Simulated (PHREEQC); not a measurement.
# Geothermal or formation water

Synthetic water in mmol/kgw, 45 °C, pH 7.69: Na 88; K 4.26; Ca 10.9; Mg 6.31; Cl 109; S(6) 6.77; Alkalinity (meq/kgw) 0.023; Si 0.134.

Valence states are taken as typed.

Model: Pitzer model, pitzer.dat, run in PHREEQC.

Each row changes one thing in this solution. Precipitation was switched off in this run.

```csv
case,HCO3- (mol/kgw),H3SiO4- (mol/kgw),MgOH+ (mol/kgw),CO2 (mol/kgw),CO3-2 (mol/kgw),MgCO3 (mol/kgw),SI of Gypsum (CaSO4:2H2O)
as made,1.61e-5,2.66e-6,9.00e-7,4.89e-7,1.63e-7,8.89e-8,-0.70
temperature from 45 to 15 °C at the same typed pH,2.13e-5,9.93e-7,7.48e-8,9.05e-7,1.24e-7,4.98e-8,-0.67
pH from 7.69 to 7.39 at the same alkalinity,1.95e-5,1.35e-6,4.51e-7,1.18e-6,9.91e-8,5.40e-8,-0.70
all concentrations times 3 at the same typed pH,5.02e-5,1.05e-5,1.95e-6,1.26e-6,9.15e-7,5.38e-7,-0.16
```

Away from 25 °C the constants follow the database's enthalpies or fits; those with neither stay at their 25 °C values.
